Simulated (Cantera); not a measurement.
Feed: 1 mol Na2CO3, 3.8 mol H2S, 1.6 mol CO2, held at 1775 K and 10.0 Torr.

Cantera equilibrium calculation (NASA polynomials, part measured and part estimated; ideal gas, pure solids and liquids). Candidate condensed phases: C, C6H6, C7H8, C8H18, H2O, H2SO4, Na, NaOH, NaO2, Na2CO3, Na2O, Na2O2, Na2S, Na2SO4, S; 131 gas species. Kinetics and transport are ignored.

Base state: CO 0.192, Na 0.184, H2O 0.177, H2 0.168, S2 0.141, CO2 0.0544, SO2 0.0443, SO 0.0147 (mole fractions); condensed: gas only.

Question: What changes in the equilibrium state with this change: H2S from 3.8 to 0.45 mol?

Answer: 
| species | before | after |
|---|---|---|
| CO2 | 0.0544 | 0.405 |
| Na | 0.184 | 0.341 |
| SO2 | 0.0443 | 0.0815 |
| H2 | 0.168 | 0.00322 |
| S2 | 0.141 | 3.37e-6 |
| SO | 0.0147 | 0.00139 |
| NaOH | 0.00543 | 0.0271 |
| H2O | 0.177 | 0.0660 |
| CO | 0.192 | 0.0736 |
| H2S | 0.00858 | 8.03e-7 |
| Na2SO4 | 4.41e-9 | 1.05e-5 |
| S2O | 0.000783 | 3.62e-7 |
| SH | 0.00626 | 4.24e-6 |
| COS | 0.000341 | 6.40e-7 |
